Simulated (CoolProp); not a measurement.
Properties of CH3F (R41) along the isotherm 340.8 K (Tc = 317.3 K, pc = 5906 kPa, ω = 0.200).

Model: reference Helmholtz-energy equation of state, Lemmon 2006, in CoolProp. It is a short technical equation, of lower accuracy than the large ones.

```
p (kPa)          phase       Z  Joule-Thomson coefficient (K/MPa)
-------  -------------  ------  ---------------------------------
187                gas  0.9901                              12.28
302                gas  0.9840                                  …
487                gas  0.9741                              12.22
788                gas  0.9578                              12.15
1270               gas  0.9312                              12.04
2060               gas  0.8863                                  …
3320               gas  0.8105                                  …
5370               gas  0.6710                              10.51
8670     supercritical  0.3794                              6.289
14000    supercritical  0.3388                              1.451
22600    supercritical  0.4663                             0.4824
36600    supercritical  0.6772                            0.06765
59100    supercritical  0.9983                            -0.1589
```

Task: Some entries are withheld; supply them.

Result: 
- 302, Joule-Thomson coefficient (K/MPa): 12.26
- 2060, Joule-Thomson coefficient (K/MPa): 11.84
- 3320, Joule-Thomson coefficient (K/MPa): 11.45
